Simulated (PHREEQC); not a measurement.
1 kg of water holding 0.49 mol KHCO3, 0.14 mol KCl, 0.024 mol K2CO3 and 0.017 mol K2SO4 is evaporated at 25 °C; the solids stay in contact with the brine. CO2 from the air is kept out. The run lets Arcanite, Kalicinite, Misenite, Sylvite precipitate or redissolve, and no other solid.

The series has 28 steps of water left (kg), from 1 to 0.004972.

Equilibrium calculation in PHREEQC: Pitzer model, pitzer.dat.

### Question
Which solids form, in which order, and at which step of the series does each first stand?

### Answer
Kalicinite from water left = 0.1406 kg (pH 8.27); Arcanite from water left = 0.09499 kg (pH 8.50); Sylvite from water left = 0.0356 kg (pH 9.22).
